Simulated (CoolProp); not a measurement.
The fluid at 278.53 K and 1.16 MPa flows at 0.42 m/s in a round tube of 2 mm bore and 45 µm roughness, fully developed (64/Re and Nu = 3.66 if laminar; Colebrook and Gnielinski if turbulent). The same conditions are run with several fluids, on thermodynamics alone (safety and materials aside).

Computed with CoolProp (reference Helmholtz-energy equation of state of each fluid (C2F6 (R116): Lemmon 2006; nitrogen: Span 2000; ethane: Bücker 2006)).

Q: Rank C2F6 (R116), nitrogen, ethane by Reynolds number, highest first.

A: C2F6 (R116) (5290), ethane (1580), nitrogen (694)

```csv
fluid,Darcy friction factor,pressure drop (Pa/m),heat-transfer coefficient (W/(m² K)),mass flow (kg/h)
C2F6 (R116),0.0571,211,203,0.398
nitrogen,0.0922,57.3,45.4,0.0669
ethane,0.0406,30.5,36.6,0.0811
```

Transport values come from each fluid's own correlations; those of C2F6 (R116) are estimates that may be off by 10 % or more.
